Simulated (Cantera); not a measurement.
**Adiabatic ignition**

An adiabatic, constant-volume homogeneous reactor starts with C3H8 : O2 : N2 : H2 = 1 : 2.78 : 10.4 : 0.22 (molar parts), equivalence ratio 1.8, at 1725 K and 550000 Pa.

Cantera simulation using GRI-Mech 3.0 (53 species, 325 reactions); the numbers are that mechanism's predictions, not measurements. GRI-Mech 3.0 was tuned for natural gas; its chemistry of propane as a main component is partial and can be far from experiment. Above 3000 K some thermodynamic fits are extrapolated.

```json
[
 {"t (s)": "2.00e-6", "T (K)": "1705", "P (bar)": "5.60", "x C3H8": "0.0431", "x O2": "0.179", "x CO": "0.00235", "x NO2": "1.32e-11", "x HCO": "2.17e-5", "x HCN": "1.94e-9", "x CH2O": "0.00416"},
 {"t (s)": "5.90e-6", "T (K)": "3175", "P (bar)": "12.6", "x C3H8": "<1e-12", "x O2": "0.000363", "x CO": "0.148", "x NO2": "4.70e-8", "x HCO": "2.86e-6", "x HCN": "0.000143", "x CH2O": "5.06e-7"},
 {"t (s)": "1.74e-5", "T (K)": "3143", "P (bar)": "12.5", "x C3H8": "<1e-12", "x O2": "0.000430", "x CO": "0.148", "x NO2": "9.97e-8", "x HCO": "2.75e-6", "x HCN": "5.75e-7", "x CH2O": "8.14e-8"},
 {"t (s)": "5.14e-5", "T (K)": "3139", "P (bar)": "12.5", "x C3H8": "<1e-12", "x O2": "0.000415", "x CO": "0.148", "x NO2": "1.54e-7", "x HCO": "2.74e-6", "x HCN": "8.38e-7", "x CH2O": "8.17e-8"},
 {"t (s)": "0.000152", "T (K)": "3138", "P (bar)": "12.5", "x C3H8": "<1e-12", "x O2": "0.000409", "x CO": "0.148", "x NO2": "1.74e-7", "x HCO": "2.74e-6", "x HCN": "9.37e-7", "x CH2O": "8.18e-8"},
 {"t (s)": "0.000447", "T (K)": "3138", "P (bar)": "12.5", "x C3H8": "<1e-12", "x O2": "0.000409", "x CO": "0.148", "x NO2": "1.74e-7", "x HCO": "2.74e-6", "x HCN": "9.39e-7", "x CH2O": "8.18e-8"},
 {"t (s)": "0.00132", "T (K)": "3138", "P (bar)": "12.5", "x C3H8": "<1e-12", "x O2": "0.000409", "x CO": "0.148", "x NO2": "1.74e-7", "x HCO": "2.74e-6", "x HCN": "9.39e-7", "x CH2O": "8.18e-8"},
 {"t (s)": "0.00389", "T (K)": "3138", "P (bar)": "12.5", "x C3H8": "<1e-12", "x O2": "0.000409", "x CO": "0.148", "x NO2": "1.74e-7", "x HCO": "2.74e-6", "x HCN": "9.39e-7", "x CH2O": "8.18e-8"},
 {"t (s)": "0.0115", "T (K)": "3138", "P (bar)": "12.5", "x C3H8": "<1e-12", "x O2": "0.000409", "x CO": "0.148", "x NO2": "1.74e-7", "x HCO": "2.74e-6", "x HCN": "9.39e-7", "x CH2O": "8.18e-8"},
 {"t (s)": "0.0339", "T (K)": "3138", "P (bar)": "12.5", "x C3H8": "<1e-12", "x O2": "0.000409", "x CO": "0.148", "x NO2": "1.74e-7", "x HCO": "2.74e-6", "x HCN": "9.39e-7", "x CH2O": "8.18e-8"},
 {"t (s)": "0.100", "T (K)": "3138", "P (bar)": "12.5", "x C3H8": "<1e-12", "x O2": "0.000409", "x CO": "0.148", "x NO2": "1.74e-7", "x HCO": "2.74e-6", "x HCN": "9.39e-7", "x CH2O": "8.18e-8"}
]
```
x: mole fraction; the columns are a selection and need not sum to one.

| Property | Value |
|---|---|
| time of steepest temperature rise | 4.72 µs |
| temperature at 0.100 s | 3138 K |
| equilibrium temperature | 3138 K |
| x(C3H8) at 0.100 s | <1e-12 (gas-phase equilibrium <1e-12) |
| x(O2) at 0.100 s | 0.000409 (gas-phase equilibrium 0.000409) |
| x(CO) at 0.100 s | 0.148 (gas-phase equilibrium 0.148) |
